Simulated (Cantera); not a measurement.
Input: 1 mol BN, 37 mol Cl2, 7.9 mol N2, held at 1900 °C and 0.100 bar.

Cantera equilibrium calculation (NASA polynomials, part measured and part estimated; ideal gas, pure solids and liquids). Candidate condensed phases: B, BN; 10 gas species. The tables' values for BCl2 are old estimates; treat these amounts as uncertain. Rates play no part.

Base state: Cl 0.840, N2 0.108, Cl2 0.0383, BCl3 0.0127, BCl2 0.000212 (mole fractions); condensed: gas only.

**Question.** What changes in the equilibrium state with this change: BN replaced by Si3N4?

**Answer.** 
| species | before | after |
|---|---|---|
| Cl | 0.840 | 0.791 |
| N2 | 0.108 | 0.134 |
| Cl2 | 0.0383 | 0.0340 |
| SiCl4 | 0 | 0.0271 |
| BCl3 | 0.0127 | 0 |
| SiCl3 | 0 | 0.0102 |
| SiCl2 | 0 | 0.00345 |
| BCl2 | 0.000212 | 0 |
The tables' values for SiCl3 are old estimates; treat these amounts as uncertain. Further candidate phases: Si, Si3N4.

**Question.** What changes in the equilibrium state with this change: temperature from 1900 °C to 1402 °C?

**Answer.** 
| species | before | after |
|---|---|---|
| Cl2 | 0.0383 | 0.466 |
| Cl | 0.840 | 0.363 |
| N2 | 0.108 | 0.153 |
| BCl3 | 0.0127 | 0.0182 |
| BCl2 | 0.000212 | 4.71e-7 |
